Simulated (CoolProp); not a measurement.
Vapour-liquid equilibrium of n-octane (1) + n-dodecane (2) at 0.0055 bar; x and y are mole fractions of (1).

Values from CoolProp's multi-fluid Helmholtz-energy mixture model, Beckmüller 2019 and Lemmon 2004; pair parameters Bell 2016.

```tsv
x	bubble temperature, mixture model (K)	bubble temperature, Raoult's law (K)	y, mixture model	y, Raoult's law
0.05	328.5	327.2	0.709	0.734
0.125	313.8	312.5	0.903	0.912
0.2	305.4	304.3	0.953	0.957
0.275	299.8	298.9	0.973	0.975
0.35	295.5	294.8	0.983	0.984
0.425	292.1	291.6	0.989	0.989
0.5	289.3	288.9	0.993	0.993
0.575	287.0	286.7	0.995	0.995
0.65	284.9	284.8	0.997	0.997
0.725	283.2	283.1	0.998	0.998
0.8	281.6	281.5	0.999	0.999
0.875	280.2	280.2	0.999	0.999
0.95	278.9	278.9	1.000	1.000
```

The largest gap from Raoult's law is +1.3 K in bubble temperature, at x = 0.125. No azeotrope shows between x = 0.05 and 0.95.

Pair parameters are fitted to limited data, so mixtures are less certain than the pure fluids.
